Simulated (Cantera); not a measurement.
A closed system holds: 1 mol Al, 1.8 mol H₂O, 6.3 mol N₂, held at 2025 K and 0.340 bar.

Equilibrium computed with Cantera from the NASA thermochemical tables; the gas is ideal and each condensed phase is pure. Candidate condensed phases: Al, AlN, Al₂O₃, H₂O; 35 gas species. Gases not in the tables: Al(OH)₃. Rates play no part.

Base state: N₂ 0.777, H₂ 0.184, H₂O 0.0370, H 0.00142, OH 2.97e-5 (mole fractions); condensed: Al₂O₃(s).

What changes in the equilibrium state with this change: pressure from 0.340 bar to 0.00210 bar?


```csv
species,before,after
N₂,0.777,0.771
H₂,0.184,0.175
H₂O,0.0370,0.0363
H,0.00142,0.0176
O,1.66e-7,2.78e-5
NO,2.12e-6,2.78e-5
OH,2.97e-5,0.000381
"Al₂O₃(s), mol",0.500,0.500
```
